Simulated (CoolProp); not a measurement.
CF4 (R14) along the isobar 28.8 bar: fugacity coefficient from the reference equation and from simpler models built on Tc = -45.8 °C, pc = 37.62 bar, ω = 0.178; each cubic takes its own stable root.

Computed with CoolProp (reference Helmholtz-energy equation of state, Platzer 1990). This equation is an older, rougher fit; its heat capacities, sound speeds and derivatives of the liquid may be far off and weren't checked against measurements.

```json
[
 {"T (°C)": "-60.75", "phase": "liquid", "reference": "0.6209"},
 {"T (°C)": "-47.45", "phase": "gas", "reference": "0.7410"},
 {"T (°C)": "-34.25", "phase": "gas", "reference": "0.7860"},
 {"T (°C)": "-21.05", "phase": "gas", "reference": "0.8208"},
 {"T (°C)": "-7.75", "phase": "gas", "reference": "0.8489"},
 {"T (°C)": "5.45", "phase": "gas", "reference": "0.8719"},
 {"T (°C)": "18.75", "phase": "gas", "reference": "0.8913"},
 {"T (°C)": "31.95", "phase": "gas", "reference": "0.9075"},
 {"T (°C)": "45.15", "phase": "gas", "reference": "0.9214"},
 {"T (°C)": "58.45", "phase": "gas", "reference": "0.9334"}
]
```

Q: How far does each simpler model (van der Waals, Redlich-Kwong, Soave-Redlich-Kwong, Peng-Robinson) lie from the reference over these 10 states: mean and median of the absolute difference, and the worst?

A: 
- van der Waals: mean 3.0 %, median 1.6 %, worst +16.6 % at -60.75 °C and 28.8 bar
- Redlich-Kwong: mean 1.2 %, median 1.0 %, worst +4.8 % at -60.75 °C and 28.8 bar
- Soave-Redlich-Kwong: mean 0.5 %, median 0.6 %, worst +1.2 % at -60.75 °C and 28.8 bar
- Peng-Robinson: mean 1.8 %, median 1.8 %, worst -2.8 % at -47.45 °C and 28.8 bar
